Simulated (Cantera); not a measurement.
# Ignition delay

Mixture: H2 : O2 : N2 = 1 : 0.549 : 2.07 (molar parts), at 5.63 atm, adiabatic and at constant pressure. Ignition delay is the time to a rise of 400 K.

Model: the H2/O2 subset of GRI-Mech 3.0, which has no nitrogen chemistry, integrated in Cantera. The hydrogen kinetics of GRI-Mech 3.0 are dated; newer H2 mechanisms differ, most at raised pressure.

```csv
T0 (K),delay (ms)
1098,0.693
1198,0.0169
1298,0.00623
1398,0.00366
1498,0.00252
1598,0.00191
```

```
Quantity                                               Result
--------------------------------------------------  ---------
apparent activation energy between 1398 and 1598 K  61 kJ/mol
```
